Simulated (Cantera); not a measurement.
Input: 1 mol SO2, 1.3 mol O2, 2.5 mol H2O, at 0.615 Torr.

Cantera equilibrium calculation (NASA polynomials, part measured and part estimated; ideal gas, pure solids and liquids). Candidate condensed phases: H2O, H2SO4, S; 19 gas species. Rates play no part. All values below are at 1452 °C.

Base state: H2O 0.515, O2 0.269, SO2 0.208, OH 0.00613, O 0.00105, H2 0.000902, H 0.000195, SO 0.000115 (mole fractions); condensed: gas only.

Problem. What changes in the equilibrium state with this change: O2 from 1.3 to 0.31 mol?

Solution. 
| species | before | after |
|---|---|---|
| H2O | 0.515 | 0.649 |
| SO2 | 0.208 | 0.261 |
| O2 | 0.269 | 0.0808 |
| H2 | 0.000902 | 0.00207 |
| SO | 0.000115 | 0.000265 |
| O | 0.00105 | 0.000576 |
| H | 0.000195 | 0.000295 |
| SO3 | 4.26e-5 | 2.94e-5 |
